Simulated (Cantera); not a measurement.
An isothermal, constant-pressure homogeneous reactor starts with CH4 : CO2 : H2 = 1 : 2.7 : 0.26 (molar parts), at 1325 K and 9750 Torr.

Cantera simulation using GRI-Mech 3.0 (53 species, 325 reactions); the numbers are that mechanism's predictions, not measurements. The pressure lies above the range GRI-Mech 3.0 was tuned for (to about 10 atm).

x: mole fraction; the columns are a selection and need not sum to one.

```csv
t (s),x CH4,x CO2,x H2,x O2,x H2O2,x C2H6
4.00e-5,0.253,0.682,0.0657,<1e-12,<1e-12,6.37e-9
0.000241,0.253,0.682,0.0657,<1e-12,<1e-12,7.66e-7
0.00145,0.253,0.682,0.0656,<1e-12,<1e-12,1.03e-5
0.00877,0.252,0.682,0.0655,<1e-12,<1e-12,5.95e-5
0.0529,0.252,0.680,0.0646,<1e-12,<1e-12,0.000164
0.319,0.247,0.669,0.0594,<1e-12,<1e-12,0.000210
1.92,[?],[?],[?],<1e-12,<1e-12,[?]
11.6,0.125,0.457,0.0367,<1e-12,<1e-12,0.000479
70.0,0.122,[?],[?],<1e-12,<1e-12,[?]
```

Question: What belongs in the gaps?

Answer: 
- 1.92, x CH4: 0.219
- 1.92, x CO2: 0.609
- 1.92, x H2: 0.0402
- 1.92, x C2H6: 0.000304
- 70.0, x CO2: 0.391
- 70.0, x H2: 0.0544
- 70.0, x C2H6: 0.000419
